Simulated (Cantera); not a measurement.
## Adiabatic ignition

An adiabatic, constant-pressure homogeneous reactor starts with CH₄ : O₂ : N₂ : CO₂ = 1 : 1.33 : 5.01 : 1.5 (molar parts), equivalence ratio 1.5, at 1600 K and 0.987 atm.

Computed with Cantera and GRI-Mech 3.0 (53 species, 325 reactions).

| t (s) | T (K) | x CH₄ | x O₂ | x CO₂ | x NO | x C₂H₄ | x CH₃ | x CO |
|---|---|---|---|---|---|---|---|---|
| 6.00e-6 | 1600 | 0.113 | 0.150 | 0.170 | <1e-12 | 1.36e-10 | 5.24e-6 | 2.39e-8 |
| 1.34e-5 | 1600 | 0.113 | 0.150 | 0.170 | <1e-12 | 2.12e-9 | 1.26e-5 | 5.92e-8 |
| 2.98e-5 | 1600 | 0.113 | 0.150 | 0.170 | <1e-12 | 3.19e-8 | 3.20e-5 | 1.74e-7 |
| 6.64e-5 | 1600 | 0.113 | 0.150 | 0.170 | <1e-12 | 5.31e-7 | 8.79e-5 | 9.09e-7 |
| 0.000148 | 1600 | 0.113 | 0.150 | 0.170 | <1e-12 | 9.61e-6 | 0.000244 | 1.24e-5 |
| 0.000329 | 1605 | 0.110 | 0.149 | 0.170 | 6.97e-12 | 0.000159 | 0.000602 | 0.000297 |
| 0.000734 | 2374 | <1e-12 | 0.00862 | 0.127 | 5.04e-5 | <1e-12 | <1e-12 | 0.130 |
| 0.00164 | 2540 | <1e-12 | 0.00320 | 0.137 | 0.000285 | <1e-12 | <1e-12 | 0.123 |
| 0.00364 | 2549 | <1e-12 | 0.00282 | 0.137 | 0.000680 | <1e-12 | <1e-12 | 0.123 |
| 0.00812 | 2546 | <1e-12 | 0.00272 | 0.137 | 0.00135 | <1e-12 | <1e-12 | 0.123 |
| 0.0181 | 2543 | <1e-12 | 0.00262 | 0.137 | 0.00202 | <1e-12 | <1e-12 | 0.124 |
| 0.0403 | 2542 | <1e-12 | 0.00259 | 0.136 | 0.00223 | <1e-12 | <1e-12 | 0.124 |
| 0.0898 | 2542 | <1e-12 | 0.00259 | 0.136 | 0.00224 | <1e-12 | <1e-12 | 0.124 |
| 0.200 | 2542 | <1e-12 | 0.00259 | 0.136 | 0.00224 | <1e-12 | <1e-12 | 0.124 |
x: mole fraction; the columns are a selection and need not sum to one.

```
Quantity                                                             Value
---------------------------------  ---------------------------------------
time of steepest temperature rise                                 0.707 ms
temperature at 0.200 s                                              2542 K
equilibrium temperature                                             2542 K
x(CH₄) at 0.200 s                    <1e-12 (gas-phase equilibrium <1e-12)
x(O₂) at 0.200 s                   0.00259 (gas-phase equilibrium 0.00259)
x(CO₂) at 0.200 s                      0.136 (gas-phase equilibrium 0.136)
```
